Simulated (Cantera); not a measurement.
# Adiabatic ignition

An adiabatic, constant-pressure homogeneous reactor starts with 17.4 % CO, 7.12 % H2, 15.3 % O2, 57.5 % N2, 2.78 % H2O, equivalence ratio 0.80, at 1100 K and 6.80 bar.

Model: GRI-Mech 3.0 (53 species, 325 reactions), integrated in Cantera. The hydrogen kinetics of GRI-Mech 3.0 are dated; newer H2 mechanisms differ, most at raised pressure.

```tsv
t (s)	T (K)	x CO	x H2	x O2	x OH	x CO2
1.00e-5	1100	0.174	0.0712	0.153	7.05e-10	4.31e-8
2.36e-5	1100	0.174	0.0712	0.153	1.51e-9	1.87e-7
5.57e-5	1100	0.174	0.0712	0.153	5.29e-9	1.21e-6
0.000132	1100	0.174	0.0711	0.153	5.26e-8	1.78e-5
0.000311	1113	0.173	0.0702	0.152	1.31e-6	0.000763
0.000734	2659	0.0254	0.00234	0.0435	0.00982	0.169
0.00173	2652	0.0253	0.00234	0.0411	0.00949	0.169
0.00409	2646	0.0252	0.00234	0.0394	0.00925	0.169
0.00965	2646	0.0252	0.00234	0.0391	0.00921	0.169
0.0228	2646	0.0252	0.00234	0.0391	0.00921	0.169
0.0538	2646	0.0252	0.00234	0.0391	0.00921	0.169
0.127	2646	0.0252	0.00234	0.0391	0.00921	0.169
0.300	2646	0.0252	0.00234	0.0391	0.00921	0.169
```
x: mole fraction; the columns are a selection and need not sum to one.

```json
{
 "time_of_steepest_temperature_rise": "0.447 ms",
 "temperature at 0.300 s": "2646 K",
 "equilibrium_temperature": "2646 K",
 "x(CO) at 0.300 s": "0.0252 (gas-phase equilibrium 0.0252)",
 "x(H2) at 0.300 s": "0.00234 (gas-phase equilibrium 0.00234)",
 "x(O2) at 0.300 s": "0.0391 (gas-phase equilibrium 0.0391)"
}
```
